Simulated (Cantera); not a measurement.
An adiabatic, constant-volume homogeneous reactor starts with C2H4 : O2 : N2 : H2O = 1 : 4.23 : 15.9 : 2.1 (molar parts), at 1600 K and 63000 Pa. Integrator tolerance rtol = 1e-08.

Detailed kinetics in Cantera: GRI-Mech 3.0 (53 species, 325 reactions). GRI-Mech 3.0 was tuned for natural gas; its chemistry of ethylene as a main component is partial and can be far from experiment.

Q: What does this change do: constant pressure in place of constant volume?

A: 
| quantity | before | after |
|---|---|---|
| time of steepest temperature rise | 35.4 µs | 37.2 µs |
| temperature at 4.00 s | 2737 K | 2603 K |
| equilibrium temperature | 2737 K | 2603 K |
| x(C2H4) at 4.00 s | <1e-12 (gas-phase equilibrium <1e-12) | <1e-12 (gas-phase equilibrium <1e-12) |
| x(O2) at 4.00 s | 0.0530 (gas-phase equilibrium 0.0530) | 0.0528 (gas-phase equilibrium 0.0528) |
| x(H2O) at 4.00 s | 0.145 (gas-phase equilibrium 0.145) | 0.152 (gas-phase equilibrium 0.152) |
| x(C2H6) at 4.00 s | <1e-12 (gas-phase equilibrium <1e-12) | <1e-12 (gas-phase equilibrium <1e-12) |
| x(HO2) at 4.00 s | 1.11e-5 (gas-phase equilibrium 1.11e-5) | 7.20e-6 (gas-phase equilibrium 7.20e-6) |
| x(CH3) at 4.00 s | <1e-12 (gas-phase equilibrium <1e-12) | <1e-12 (gas-phase equilibrium <1e-12) |

Q: What does this change do: O2 4.23 to 2.2 parts?

A: 
```tsv
quantity	before	after
time of steepest temperature rise	35.4 µs	46.2 µs
temperature at 4.00 s	2737 K	2658 K
equilibrium temperature	2737 K	2658 K
x(C2H4) at 4.00 s	<1e-12 (gas-phase equilibrium <1e-12)	<1e-12 (gas-phase equilibrium <1e-12)
x(O2) at 4.00 s	0.0530 (gas-phase equilibrium 0.0530)	0.00300 (gas-phase equilibrium 0.00300)
x(H2O) at 4.00 s	0.145 (gas-phase equilibrium 0.145)	0.144 (gas-phase equilibrium 0.144)
x(C2H6) at 4.00 s	<1e-12 (gas-phase equilibrium <1e-12)	<1e-12 (gas-phase equilibrium <1e-12)
x(HO2) at 4.00 s	1.11e-5 (gas-phase equilibrium 1.11e-5)	1.07e-6 (gas-phase equilibrium 1.07e-6)
x(CH3) at 4.00 s	<1e-12 (gas-phase equilibrium <1e-12)	<1e-12 (gas-phase equilibrium <1e-12)
```
